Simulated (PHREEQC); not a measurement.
Solution A (0.003 mol TMAH per kg of water) is mixed with solution B (0.003 mol/kgw HF, 0.0065 mol/kgw NH4HF2, 0.00031 mol/kgw (NH4)2SiF6 and 0.27 mol/kgw H2SO4) at 25 °C; shares are by mass of water, 1 kg in all. O2 is buffered at 0.21 atm. The system is closed to CO2. Only these solids could form: Quartz.

Model: ion-association model, wateq4f.dat, run in PHREEQC.

| share of solution B | pH | SiF6-2 (mol/kgw) | HSO4- (mol/kgw) | HF (mol/kgw) | H4SiO4 (mol/kgw) |
|---|---|---|---|---|---|
| 0 | 11.45 | 0 | 0 | 0 | 0 |
| 0.1 | 1.54 | 2.87e-7 | 0.0166 | [?] | 3.07e-5 |
| 0.2 | 1.27 | 1.03e-5 | 0.0391 | [?] | 5.17e-5 |
| 0.3 | 1.11 | 4.71e-5 | 0.0628 | 0.00489 | 4.59e-5 |
| 0.4 | 1.00 | 9.46e-5 | 0.0872 | 0.00630 | 2.93e-5 |
| 0.5 | 0.91 | 0.000138 | 0.112 | 0.00771 | 1.68e-5 |
| 0.6 | [?] | 0.000176 | [?] | 0.00913 | [?] |
| 0.7 | 0.78 | 0.000211 | 0.162 | 0.0106 | 5.82e-6 |
| 0.8 | [?] | 0.000244 | 0.188 | 0.0120 | 3.69e-6 |
| 0.9 | 0.68 | 0.000277 | 0.213 | 0.0133 | 2.44e-6 |
| 1 | 0.64 | 0.000308 | 0.239 | 0.0147 | 1.68e-6 |

**Question.** Fill in the missing entries.

**Answer.** 
- 0.1, HF (mol/kgw): 0.00172
- 0.2, HF (mol/kgw): 0.00339
- 0.6, pH: 0.84
- 0.6, HSO4- (mol/kgw): 0.137
- 0.6, H4SiO4 (mol/kgw): 9.68e-6
- 0.8, pH: 0.73

(CH3)4N+ isn't in the database: it is added as a free cation with an ion size of 4 Å. wateq4f.dat counts part of the HF as a dimer, H2F2, which phreeqc.dat doesn't know; its constant is uncertain. SiF6-2 is the database's only silicon fluoride.
